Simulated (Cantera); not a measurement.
Input (Python, Cantera):

```python
import numpy as np
import cantera as ct

gas = ct.Solution("gri30.yaml", transport_model="mixture-averaged")
show = ['N2', 'OH', 'H2']

rows = []
print(f"{'T/K':>7s}{'rho':>11s}{'cp':>10s}{'mu':>11s}{'lambda':>11s}{'Pr':>7s}" + "".join(f"{'D_' + s:>11s}" for s in show))
for T in [400, 550, 700, 850, 1000, 1150, 1300]:
    gas.TPX = T, 15, {'C2H2': 0.17, 'H2O': 0.3, 'NH3': 0.75, 'CO2': 0.15}
    Pr = gas.cp_mass * gas.viscosity / gas.thermal_conductivity
    D = [gas.mix_diff_coeffs_mole[gas.species_index(s)] for s in show]
    rows.append([gas.density, gas.cp_mass, gas.viscosity, gas.thermal_conductivity, Pr, *D])
    print(f"{T:7g}{gas.density:11.4e}{gas.cp_mass:10.1f}{gas.viscosity:11.4e}"
          f"{gas.thermal_conductivity:11.4e}{Pr:7.3f}" + "".join(f"{d:11.4e}" for d in D))
print("SI units: kg/m3, J/kg/K, Pa s, W/m/K, m2/s")
```

Output:

```
    T/K        rho        cp         mu     lambda     Pr       D_N2       D_OH       D_H2
    400 9.6148e-05    1849.1 1.4885e-05 3.8952e-02  0.707 2.3800e-01 3.7025e-01 8.6925e-01
    550 6.9926e-05    2054.6 2.0255e-05 5.8773e-02  0.708 4.2497e-01 6.5519e-01 1.5164e+00
    700 5.4942e-05    2238.6 2.5337e-05 8.0185e-02  0.707 6.5149e-01 9.9890e-01 2.2931e+00
    850 4.5246e-05    2398.6 3.0124e-05 1.0248e-01  0.705 9.1352e-01 1.3956e+00 3.1875e+00
   1000 3.8459e-05    2550.1 3.4639e-05 1.2516e-01  0.706 1.2082e+00 1.8413e+00 4.1914e+00
   1150 3.3443e-05    2681.9 3.8912e-05 1.4785e-01  0.706 1.5335e+00 2.3330e+00 5.2983e+00
   1300 2.9584e-05    2798.9 4.2971e-05 1.7034e-01  0.706 1.8876e+00 2.8682e+00 6.5031e+00
SI units: kg/m3, J/kg/K, Pa s, W/m/K, m2/s
```

Model: GRI-Mech 3.0 (53 species, 325 reactions), integrated in Cantera. Polar gases are described roughly by these parameters. The composition is frozen, though it would react at the higher temperatures.
